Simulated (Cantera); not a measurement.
Charge: 1 mol Si, 1.1 mol Cl2, 1.2 mol H2, at 1200 K and 0.0128 Torr.

Equilibrium computed with Cantera from the NASA thermochemical tables; the gas is ideal and each condensed phase is pure. Candidate condensed phases: Si; 19 gas species. The tables' values for SiCl3 are old estimates; treat these amounts as uncertain. Kinetics and transport are ignored.

Base state: H2 0.409, SiCl2 0.331, HCl 0.240, SiCl3 0.0146, SiCl4 0.00561, SiHCl3 0.000261, H 3.06e-5, Cl 1.55e-5 (mole fractions); condensed: Si(s).

What changes in the equilibrium state with this change: Cl2 from 1.1 to 4.3 mol?


```
species       before    after
----------  --------  -------
HCl            0.240    0.456
Cl           1.55e-5    0.290
SiCl4        0.00561    0.190
H2             0.409  4.26e-9
SiCl2          0.331  3.22e-8
Cl2            <1e-9   0.0640
SiCl3         0.0146  2.64e-5
SiHCl3      0.000261    <1e-9
H            3.06e-5  3.12e-9
Si(s), mol     0.201        0
```
